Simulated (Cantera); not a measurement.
What does this Cantera script print?

```python
import numpy as np
import cantera as ct

gas_names = """
    F F2 H HF H2 H2F2 H3F3 H4F4 H5F5 H6F6 H7F7 N NF NF2 NF3 NH NH2 NH3 N2 N2H2 N2H4 Si SiF SiF2 SiF3
    SiF4 SiH SiHF3 SiH2 SiH2F2 SiH3 SiH3F SiH4 SiN Si2 Si2N Si3
""".split()
cond_names = """
    Si(cr) Si(L) Si3N4(a)
""".split()


# ... load() reads the species with a 1 bar reference pressure and builds the phases ...
atoms = {
    'SiF4': {'Si': 1, 'F': 4},
    'N2': {'N': 2},
    'NH3': {'N': 1, 'H': 3},
}
top_T = {'Si3N4(a)': 2400}  # K; cautious upper limits of use, not melting points


# ... equilibrate(T, P, feed) seeds the gas with the atoms and calls Mixture.equilibrate('TP', solver="vcs", rtol=1e-11, max_steps=5000) ...
results = []
feed = {'SiF4': 1, 'N2': 95, 'NH3': 8.7}  # mol
T = 1225  # K
P = 340  # Pa
mix = equilibrate(T, P, feed)
results.append((T, P, feed, dict(zip(mix.species_names, mix.species_moles))))
print(gas.report(threshold=0.001))
for i in range(1, mix.n_phases):
    print(f"{mix.phase(i).name:16s} {mix.phase_moles(i):12.5e} mol")
```

It prints:

```
       temperature   1225 K
          pressure   340 Pa
           density   0.00085726 kg/m^3
  mean mol. weight   25.681 kg/kmol
   phase of matter   gas

                          1 kg             1 kmol
                     ---------------   ---------------
          enthalpy         5.922e+05        1.5208e+07  J
   internal energy        1.9559e+05        5.0228e+06  J
           entropy             10902        2.7997e+05  J/K
    Gibbs function       -1.2763e+07       -3.2776e+08  J
 heat capacity c_p              1326             34053  J/K
 heat capacity c_v            1002.2             25738  J/K

                      mass frac. Y      mole frac. X     chem. pot. / RT
                     ---------------   ---------------   ---------------
                H2         0.0089937           0.11456           -25.884
                N2           0.95543           0.87585           -31.229
              SiF4          0.034074         0.0084076           -210.01
     [  +34 minor]         0.0015038         0.0011805

Si(cr)            0.00000e+00 mol
Si3N4(a)          6.72264e-03 mol
```

Method: chemical equilibrium by Gibbs-energy minimisation in Cantera with the NASA 1993 tables (ideal gas, pure condensed phases). The tables' values for SiF3 are old estimates; treat these amounts as uncertain.
